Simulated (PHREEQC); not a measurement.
Consider water at 73 °C with 0.00097 mol/kgw H2S, 0.085 mol/kgw NaCl and 0.24 mol/kgw FeCl2. Closed to the air; pH follows from the charge balance.

Model: ion-association model, phreeqc.dat, run in PHREEQC.

| quantity | before | after |
|---|---|---|
| pH | 3.84 | 3.84 |
| ionic strength (mol/kgw) | 0.754 | 1.85 |
| Fe+2 (mol/kgw) | 0.214 | 0.225 |
| FeCl+ (mol/kgw) | 0.0254 | 0.0149 |
| FeOH+ (mol/kgw) | 3.13e-6 | 2.71e-6 |
| SI of Halite (NaCl) | -3.33 | -3.30 |

### Question
Name the change that produced these shifts.
A) 0.36 mol/kgw MgBr2 added
B) H2S left out
C) diluted 100-fold with water
D) 0.22 mol/kgw Li2SO4 added
E) FeCl2 from 0.24 to 0.12 mol/kgw

### Answer
A, 0.36 mol/kgw MgBr2 added

Precipitation was switched off in this run. The ionic strength passes 0.7 mol/kgw, the rough limit of the ion-association models, in every such run. Constants without temperature data keep their 25 °C values here.
